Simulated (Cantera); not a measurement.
An adiabatic, constant-pressure homogeneous reactor starts with CO : H2 : CH4 : O2 : N2 = 1 : 0.34 : 0.086 : 0.561 : 5.2 (molar parts), at 1148 K and 4.93 atm.

Detailed kinetics in Cantera: GRI-Mech 3.0 (53 species, 325 reactions).

Q: Predict: time of steepest temperature rise; temperature at 4.00 s; equilibrium temperature; x(CO) at 4.00 s; x(H2) at 4.00 s; x(CO2) at 4.00 s; x(O2) at 4.00 s.

A: 
```json
{
  "time_of_steepest_temperature_rise": "0.257 ms",
  "temperature at 4.00 s": "2220 K",
  "equilibrium_temperature": "2220 K",
  "x(CO) at 4.00 s": "0.0726 (gas-phase equilibrium 0.0726)",
  "x(H2) at 4.00 s": "0.0101 (gas-phase equilibrium 0.0101)",
  "x(CO2) at 4.00 s": "0.0871 (gas-phase equilibrium 0.0871)",
  "x(O2) at 4.00 s": "1.39e-5 (gas-phase equilibrium 1.39e-5)"
}
```
